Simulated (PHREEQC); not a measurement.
Synthetic water in mg/L, 20 °C, pH 6.67, pe 3:

| constituent | mg/L |
|---|---|
| Na | 0.0146 |
| K | 0.0403 |
| Ca | 0.038 |
| Mg | 0.00342 |
| Cl | 0.0547 |
| S(6) as SO4 | 0.0438 |
| Alkalinity as HCO3 | 0.0841 |
| Br | 5.12e-05 |
| Fe(2) | 0.000736 |
| Si as SiO2 | 0.00025 |
| Li | 0.000315 |
| Sr | 0.00586 |
| B | 8.22e-06 |

Valence states are taken as typed.

Model: ion-association model, phreeqc.dat, run in PHREEQC.

```json
[
 {"quantity": "ionic strength (mol/kgw)", "before": "5.78e-6", "after": "5.67e-6"},
 {"quantity": "HCO3- (mol/kgw)", "before": "1.56e-6", "after": "1.42e-6"},
 {"quantity": "CO2 (mol/kgw)", "before": "8.01e-7", "after": "3.66e-7"},
 {"quantity": "CO3-2 (mol/kgw)", "before": "3.10e-10", "after": "5.63e-10"},
 {"quantity": "CaSO4 (mol/kgw)", "before": "7.23e-11", "after": "7.24e-11"},
 {"quantity": "MgSO4 (mol/kgw)", "before": "1.29e-11", "after": "1.29e-11"},
 {"quantity": "SI of Quartz (SiO2)", "before": "-4.33", "after": "-4.33"}
]
```

Q: Name the change that produced these shifts.
A) Br from 5.12e-05 to 2.56e-05 mg/L
B) B from 8.22e-06 to 2.47e-05 mg/L
C) pH from 6.67 to 5.67 at the same alkalinity
D) temperature from 20 to 80 °C at the same typed pH
E) pH from 6.67 to 6.97 at the same alkalinity

A: E, pH from 6.67 to 6.97 at the same alkalinity

This is a speciation only: nothing precipitates in the calculation.
